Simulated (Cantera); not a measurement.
## N2O furnace oxynitridation

An isothermal, constant-pressure homogeneous reactor starts with N₂O : H₂O = 1 : 0.0065 (molar parts), at 1350 K and 1300 Pa.

Computed with Cantera and GRI-Mech 3.0 (53 species, 325 reactions). GRI-Mech 3.0 was tuned for natural gas; its chemistry of N2O as a main component is partial and can be far from experiment. Radical loss at walls, strong at low pressure, is not modelled. The mechanism lacks the step 2 NO + O2 → 2 NO2, which can matter for NO2 below about 1400 K. The temperature is held fixed by assumption; the heat of reaction is taken as removed at once.

```tsv
t (s)	x N₂O	x H₂O	x H	x H₂O₂	x NO
1.00e-6	0.994	0.00646	<1e-12	<1e-12	3.06e-11
4.19e-6	0.994	0.00646	<1e-12	<1e-12	5.35e-10
1.76e-5	0.994	0.00646	<1e-12	<1e-12	9.26e-9
7.36e-5	0.994	0.00646	<1e-12	<1e-12	1.53e-7
0.000308	0.994	0.00646	2.92e-11	<1e-12	2.09e-6
0.00129	0.993	0.00646	4.24e-10	4.14e-12	1.76e-5
0.00542	0.993	0.00645	2.10e-9	5.63e-10	8.96e-5
0.0227	0.990	0.00644	7.23e-9	2.56e-8	0.000385
0.0951	0.979	0.00641	1.20e-8	1.70e-8	0.00155
0.399	0.935	0.00631	1.37e-8	3.73e-9	0.00621
1.67	0.775	0.00597	1.62e-8	5.87e-10	0.0232
7.00	0.386	0.00513	2.37e-8	1.72e-10	0.0647
```
x: mole fraction; the columns are a selection and need not sum to one.

Equilibrium at this temperature and pressure: N₂O 4.26e-9, H₂O 0.00431, H 2.44e-9, H₂O₂ 2.24e-11, NO 0.000628 (gas phase only).
